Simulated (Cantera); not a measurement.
A Cantera script and what it prints.

```python
import numpy as np
import cantera as ct

gas_names = """
    Fe FeO Fe(OH)2 H HNO HNO2 HNO3 HO2 H2 H2O H2O2 H2S H2SO4 N NH NH2 NH3 NH2OH NO NO2 NO3 N2 N2H2 N2H4
    N2O O OH O2 O3 S SH SN SO SO2 SO3 S2 S2O S8
""".split()
cond_names = """
    Fe(a) Fe(c) Fe(d) Fe(L) FeO(s) FeO(L) Fe(OH)2(s) Fe(OH)3(s) FeS(a) FeS(b) FeS(c) FeS(L) FeSO4(s)
    FeS2(s) Fe2O3(s) Fe2S3O12(s) Fe3O4(s) H2O(s) H2O(L) H2SO4(L) S(cr1) S(cr2) S(L)
""".split()


# ... load() reads the species with a 1 bar reference pressure and builds the phases ...
atoms = {
    'Fe2O3': {'Fe': 2, 'O': 3},
    'H2S': {'H': 2, 'S': 1},
    'N2': {'N': 2},
    'SO3': {'S': 1, 'O': 3},
}
top_T = {'FeSO4(s)': 950, 'FeS2(s)': 1010, 'Fe2O3(s)': 1830, 'Fe2S3O12(s)': 1100, 'Fe3O4(s)': 1870}  # K; cautious upper limits of use, not melting points


# ... equilibrate(T, P, feed) seeds the gas with the atoms and calls Mixture.equilibrate('TP', solver="vcs", rtol=1e-11, max_steps=5000) ...
results = []
feed = {'Fe2O3': 1, 'H2S': 4.1, 'N2': 2.9, 'SO3': 1.1}  # mol
P = 1100000  # Pa
for T in [848, 948, 1048, 1148, 1248, 1348, 1448, 1548, 1648, 1748, 1848, 1948]:
    mix = equilibrate(T, P, feed)
    results.append((T, P, feed, dict(zip(mix.species_names, mix.species_moles))))

top = {s: max(r[3][s] / sum(r[3][g] for g in gas_names) for r in results) for s in gas_names}
cols = sorted((s for s in top if top[s] > 0.0001), key=lambda s: -top[s])[:7]
seen = [c for c in cond_names if any(r[3].get(c, 0) > 1e-12 for r in results)]
print("log10 of partial pressures in bar; condensed amounts in mol")
print(f"{'T/K':>10s}" + "".join(f"{s[:9]:>10s}" for s in cols + seen))
for T, P, feed, n in results:
    ng = sum(n[g] for g in gas_names)
    print(f"{T:10.4g}" + "".join(f"{np.log10(max(n[s] / ng * P / 1e5, 1e-99)):10.3f}" for s in cols)
          + "".join(f"{n.get(c, 0):10.4g}" for c in seen))
```

Output:

```
log10 of partial pressures in bar; condensed amounts in mol
       T/K       H2O        N2       SO2        S2       H2S        H2        SO    FeS(c)    FeS(L)   FeS2(s)
       848     0.738     0.593     0.183    -2.113    -1.111    -3.026    -5.756         0         0         2
       948     0.713     0.586     0.204    -1.117    -0.550    -2.382    -4.706    0.3467         0     1.653
      1048     0.623     0.551     0.239    -0.199    -0.089    -1.908    -3.820         2         0         0
      1148     0.630     0.550     0.228    -0.157    -0.143    -1.591    -3.288         2         0         0
      1248     0.635     0.549     0.220    -0.127    -0.193    -1.327    -2.841         2         0         0
      1348     0.637     0.548     0.214    -0.106    -0.240    -1.103    -2.462         2         0         0
      1448     0.637     0.547     0.211    -0.092    -0.285    -0.913    -2.135         2         0         0
      1548     0.635     0.546     0.210    -0.083    -0.329    -0.750    -1.850         0         2         0
      1648     0.631     0.544     0.211    -0.079    -0.373    -0.610    -1.601         0         2         0
      1748     0.625     0.543     0.213    -0.079    -0.417    -0.490    -1.380         0         2         0
      1848     0.618     0.541     0.216    -0.084    -0.462    -0.386    -1.184         0         2         0
      1948     0.609     0.540     0.219    -0.093    -0.509    -0.297    -1.009         0     1.999         0
```

These are equilibrium values from Cantera (NASA tables, ideal gas, pure condensed phases), not measurements of a reactor. FeS: taken at fixed stoichiometry. Gases not in the tables: S3 to S7.
